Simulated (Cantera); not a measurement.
Cantera run:

```python
import numpy as np
import cantera as ct

gas_names = """
    H HO2 H2 H2O H2O2 Nb NbO NbO2 O OH O2 O3
""".split()
cond_names = """
    H2O(s) H2O(L) Nb(cr) Nb(L) NbO(s) NbO(L) NbO2(I) NbO2(II) NbO2(III) NbO2(L) Nb2O5(s) Nb2O5(L)
""".split()


# ... load() reads the species with a 1 bar reference pressure and builds the phases ...
atoms = {
    'Nb2O5': {'Nb': 2, 'O': 5},
    'H2': {'H': 2},
}
top_T = {}  # K; cautious upper limits of use, not melting points


# ... equilibrate(T, P, feed) seeds the gas with the atoms and calls Mixture.equilibrate('TP', solver="vcs", rtol=1e-11, max_steps=5000) ...
results = []
feed = {'Nb2O5': 1, 'H2': 2400}  # mol
P = 100000  # Pa
for T in [873, 1073, 1273, 1473, 1673, 1873, 2073, 2273]:
    mix = equilibrate(T, P, feed)
    results.append((T, P, feed, dict(zip(mix.species_names, mix.species_moles))))

top = {s: max(r[3][s] / sum(r[3][g] for g in gas_names) for r in results) for s in gas_names}
cols = sorted((s for s in top if top[s] > 1e-05), key=lambda s: -top[s])[:9]
seen = [c for c in cond_names if any(r[3].get(c, 0) > 1e-12 for r in results)]
print("log10 of partial pressures in bar; condensed amounts in mol")
print(f"{'T/K':>10s}" + "".join(f"{s[:9]:>10s}" for s in cols + seen))
for T, P, feed, n in results:
    ng = sum(n[g] for g in gas_names)
    print(f"{T:10.4g}" + "".join(f"{np.log10(max(n[s] / ng * P / 1e5, 1e-99)):10.3f}" for s in cols)
          + "".join(f"{n.get(c, 0):10.4g}" for c in seen))
```

Output:

```
log10 of partial pressures in bar; condensed amounts in mol
       T/K        H2         H       H2O    Nb(cr)    NbO(s)   NbO2(I) NbO2(III)
       873    -0.000   -10.330    -3.380         0         0         2         0
      1073    -0.000    -7.854    -3.380         0         0         2         0
      1273    -0.000    -6.147    -3.380         0         0         0         2
      1473    -0.001    -4.898    -2.903         0         2         0         0
      1673    -0.001    -3.944    -2.903         0         2         0         0
      1873    -0.001    -3.191    -2.903         0         2         0         0
      2073    -0.002    -2.581    -2.683     1.994         0         0         0
      2273    -0.005    -2.078    -2.688     1.969         0         0         0
```

Cantera equilibrium calculation (NASA polynomials, part measured and part estimated; ideal gas, pure solids and liquids). NbO: taken at fixed stoichiometry. Condensed phases not in the tables: the oxides between NbO2 and Nb2O5, N, O or C dissolved in the metal.
